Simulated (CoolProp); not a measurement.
Vapour-liquid equilibrium of R1234ze(E) (1) + n-pentane (2) at 49.4 kPa; x and y are mole fractions of (1).

The numbers come from the multi-fluid Helmholtz-energy mixture model, Thol 2016 and Thol 2019; pair parameters Bell 2016 in CoolProp.

| x | bubble temperature (°C) | y at the bubble point | dew temperature at overall composition x (°C) | liquid density (mol/L) |
|---|---|---|---|---|
| 0.05 | -1.6 | 0.555 | 15.3 | 9.040 |
| 0.125 | -15.5 | 0.788 | 13.3 | 9.346 |
| 0.2 | -22.4 | 0.863 | 11.2 | 9.570 |
| 0.275 | -26.2 | 0.896 | 8.9 | 9.760 |
| 0.35 | -28.5 | 0.913 | 6.5 | 9.933 |
| 0.425 | -29.8 | 0.922 | 3.8 | 10.10 |
| 0.5 | -30.6 | 0.929 | 0.8 | 10.27 |
| 0.575 | -31.1 | 0.933 | -2.5 | 10.44 |
| 0.65 | -31.6 | 0.937 | -6.3 | 10.62 |
| 0.725 | -32.0 | 0.942 | -10.8 | 10.82 |
| 0.8 | -32.5 | 0.949 | -16.4 | 11.03 |
| 0.875 | -33.1 | 0.960 | -23.7 | 11.26 |
| 0.95 | -33.8 | 0.979 | -32.6 | 11.52 |

No azeotrope shows between x = 0.05 and 0.95.

Pair parameters are fitted to limited data, so mixtures are less certain than the pure fluids. With so large a gap from Raoult's law the liquid may split in two, which this calculation doesn't test in full.
